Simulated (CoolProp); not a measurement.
Values from CoolProp's reference Helmholtz-energy equation of state, Kamei 1995.

### Question
For R22, give the phase and the cp (kJ/(kg K)), isothermal compressibility (1/MPa), viscosity (µPa s), fugacity coefficient at -25.75 °C and 3480 kPa.

### Answer
- -25.75 °C and 3480 kPa: liquid; cp 1.10, isothermal compressibility 0.00190, viscosity 245, fugacity coefficient 0.0588

Viscosity comes from a separate model (Bell 2016), an estimate that may be off by 10 % or more.
